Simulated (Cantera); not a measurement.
Mixture: CO : H2 : CH4 : O2 : N2 = 1 : 0.037 : 0.38 : 1.16 : 6.62 (molar parts), equivalence ratio 1.1, at 640000 Pa, adiabatic and at constant pressure. Ignition delay is the time to a rise of 400 K.

Model: GRI-Mech 3.0 (53 species, 325 reactions), integrated in Cantera.

Predict: delay at 1198 K; delay at 1298 K; delay at 1398 K; delay at 1498 K; delay at 1598 K; apparent activation energy between 1498 and 1598 K.


| Quantity | Value |
|---|---|
| delay at 1198 K | 5.89 ms |
| delay at 1298 K | 1.86 ms |
| delay at 1398 K | 0.636 ms |
| delay at 1498 K | 0.239 ms |
| delay at 1598 K | 0.100 ms |
| apparent activation energy between 1498 and 1598 K | 170 kJ/mol |
